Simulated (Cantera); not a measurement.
Ignition delay

Mixture: 37.1 % H2, 13.2 % O2, 49.7 % N2, equivalence ratio 1.4, at 5.00 bar, adiabatic and at constant pressure. Ignition delay is the time to a rise of 400 K.

Model: GRI-Mech 3.0 (53 species, 325 reactions), integrated in Cantera. The hydrogen kinetics of GRI-Mech 3.0 are dated; newer H2 mechanisms differ, most at raised pressure. Where the delays flatten at high temperature, the 400 K rule measures the pace of heat release, not the induction time.

```json
[
 {"T0 (K)": "1348", "delay (ms)": "0.00528"},
 {"T0 (K)": "1423", "delay (ms)": "0.00377"},
 {"T0 (K)": "1498", "delay (ms)": "0.00289"},
 {"T0 (K)": "1573", "delay (ms)": "0.00232"},
 {"T0 (K)": "1648", "delay (ms)": "0.00194"}
]
```
